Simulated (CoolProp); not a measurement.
A simple Rankine cycle with toluene: condensing at 327.15 K, boiler at 0.182 MPa, turbine inlet 555.7 K, turbine efficiency 0.6, pump efficiency 0.7, no recuperator. Each further row changes one setting.

Values from CoolProp's reference Helmholtz-energy equation of state, Lemmon 2006. It is a short technical equation, of lower accuracy than the large ones.

```tsv
case	thermal efficiency (%)	net work (kJ/kg)	heat in (kJ/kg)	turbine exit temperature (K)	volume ratio over the turbine
as stated	(withheld)	70.8	770	517.9	11.9
turbine inlet 575.7 K	(withheld)	73.5	811	(withheld)	11.9
condensing temperature 319.15 K	10.2	79.8	785	513.1	16.6
boiler pressure 0.127 MPa	(withheld)	61.4	771	523.4	8.33
turbine efficiency 0.5	7.7	58.9	770	524.1	(withheld)
```

Problem. Some entries are withheld; supply them.

Solution. 
- as stated, thermal efficiency (%): 9.2
- turbine inlet 575.7 K, thermal efficiency (%): 9.1
- turbine inlet 575.7 K, turbine exit temperature (K): 537.7
- boiler pressure 0.127 MPa, thermal efficiency (%): 8.0
- turbine efficiency 0.5, volume ratio over the turbine: 12.0
